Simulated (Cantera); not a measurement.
Stirred combustor or abatement burner

A perfectly stirred reactor is fed with CH4 : O2 : N2 = 1 : 2.13 : 8 (molar parts), at 15.8 atm; it is adiabatic with a 750 K inlet, and is followed from long to short residence time, starting on the burning branch (τ in s: 0.055, 0.026, 0.012, 0.0057, 0.0027, 0.0013, 0.00059, 0.00028, 0.00013, 6.1e-05).

Cantera simulation using GRI-Mech 3.0 (53 species, 325 reactions); the numbers are that mechanism's predictions, not measurements. The pressure lies above the range GRI-Mech 3.0 was tuned for (to about 10 atm).

```csv
τ (s),T (K),x CH4,x O2,x CH2O,x H2,x CH2
0.055,2488,3.27e-7,0.0123,6.21e-8,0.00223,1.43e-8
0.026,2489,6.87e-7,0.0125,1.31e-7,0.00223,3.01e-8
0.012,2489,1.47e-6,0.0128,2.80e-7,0.00225,6.48e-8
0.0057,2489,3.02e-6,0.0132,5.81e-7,0.00228,1.35e-7
0.0027,2488,6.16e-6,0.0138,1.20e-6,0.00234,2.80e-7
0.0013,2484,1.23e-5,0.0144,2.39e-6,0.00249,5.63e-7
0.00059,2475,2.52e-5,0.0153,4.92e-6,0.00279,1.17e-6
0.00028,2458,4.85e-5,0.0165,9.35e-6,0.00328,2.25e-6
0.00013,2431,9.23e-5,0.0183,1.74e-5,0.00406,4.20e-6
6.1e-5,2391,0.000172,0.0208,3.11e-5,0.00514,7.46e-6
```
x: mole fraction; the columns are a selection and need not sum to one.
